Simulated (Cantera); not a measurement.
Charge: 1 mol Pb, 3.3 mol CO, 0.16 mol N2, held at 1323 K and 188 Torr.

Method: chemical equilibrium by Gibbs-energy minimisation in Cantera with the NASA 1993 tables (ideal gas, pure condensed phases). Candidate condensed phases: C, Pb, PbO, PbO2, Pb3O4; 27 gas species. Kinetics and transport are ignored.

Base state: CO 0.939, N2 0.0456, Pb 0.0141, CO2 0.000872 (mole fractions); condensed: C(graphite) + Pb(l).

Q: What changes in the equilibrium state with this change: pressure from 188 Torr to 4050 Torr?

A: 
```tsv
species	before	after
CO	0.939	0.934
N2	0.0456	0.0471
CO2	0.000872	0.0186
Pb	0.0141	0.000651
C(graphite), mol	0.00306	0.0632
Pb(l), mol	0.951	0.998
```

Q: What changes in the equilibrium state with this change: temperature from 1323 K to 925 K?

A: 
| species | before | after |
|---|---|---|
| CO | 0.939 | 0.636 |
| CO2 | 0.000872 | 0.304 |
| N2 | 0.0456 | 0.0603 |
| Pb | 0.0141 | 1.07e-5 |
| C(graphite), mol | 0.00306 | 0.806 |
| Pb(l), mol | 0.951 | 1.000 |
